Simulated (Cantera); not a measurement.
# Ignition delay

Mixture: C₃H₈ : O₂ : N₂ = 1 : 6.02 : 22.7 (molar parts), equivalence ratio 0.83, at 4.93 atm, adiabatic and at constant pressure. Ignition delay is the time to a rise of 400 K.

Model: GRI-Mech 3.0 (53 species, 325 reactions), integrated in Cantera. GRI-Mech 3.0 was tuned for natural gas; its chemistry of propane as a main component is partial and can be far from experiment.

```csv
T0 (K),delay (ms)
1000,139
1075,30.7
1150,6.89
1225,1.64
1300,0.437
1375,0.138
1450,0.0518
1525,0.0231
1600,0.0119
```

```
Item                                                     Value
--------------------------------------------------  ----------
apparent activation energy between 1450 and 1600 K  190 kJ/mol
```
